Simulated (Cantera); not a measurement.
Standard-state values (1 bar) from the NASA 1993 polynomials, evaluated with Cantera. Values are per mole of reaction as written; species without (g) are pure solids or liquids, kept so even where they would boil at 1 bar.

### Question
Between 475 and 1075 K, where is each reaction favourable under standard conditions?
- SF₄(g) + Si → SiF₄(g) + S

### Answer
- SF₄(g) + Si → SiF₄(g) + S: ΔG° is -851 kJ at 475 K and -855 kJ at 1075 K; it stays negative (K > 1). ΔH° is -845 kJ and ΔS° 9 J/K at 1075 K.
